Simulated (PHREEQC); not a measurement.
## Leach liquor

Dissolve 0.036 mol H2SO4, 0.11 mol ZnSO4 and 0.00052 mol MnSO4 per kg of water at 5 °C. Closed to the air; pH follows from the charge balance.

The numbers come from PHREEQC with the ion-association model, phreeqc.dat.

```yaml
pH: 1.51
ionic_strength: 0.275 mol/kgw
density: 1.020 g/cm³
total_alkalinity: -72.0 meq/kg
```

```tsv
species	molality	activity	log γ
Zn+2	0.0580	0.0160	-0.559
SO4-2	0.0459	0.0123	-0.570
H+	0.0388	0.0306	-0.102
ZnSO4	0.0368	0.0392	0.027
HSO4-	0.0332	0.0247	-0.129
Zn(SO4)2-2	0.0152	0.00463	-0.517
Mn+2	0.000366	0.000113	-0.512
MnSO4	0.000154	0.000164	0.027
```

This is a speciation only: nothing precipitates in the calculation. Species that the database lacks are ignored. Constants without temperature data keep their 25 °C values here.
